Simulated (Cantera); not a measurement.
Mixture: 8.75 % CH3OH, 14.3 % O2, 77.0 % N2, at 10.0 bar, adiabatic and at constant volume. Ignition delay is the time to a rise of 400 K.

Cantera simulation using GRI-Mech 3.0 (53 species, 325 reactions); the numbers are that mechanism's predictions, not measurements. GRI-Mech 3.0 was tuned for natural gas; its chemistry of methanol as a main component is partial and can be far from experiment.

Question: Predict: delay at 1050 K; delay at 1250 K; delay at 1450 K; delay at 1650 K; delay at 1850 K; apparent activation energy between 1650 and 1850 K.

Answer: 
| Property | Result |
|---|---|
| delay at 1050 K | 29.7 ms |
| delay at 1250 K | 0.722 ms |
| delay at 1450 K | 54.4 µs |
| delay at 1650 K | 9.06 µs |
| delay at 1850 K | 2.42 µs |
| apparent activation energy between 1650 and 1850 K | 170 kJ/mol |
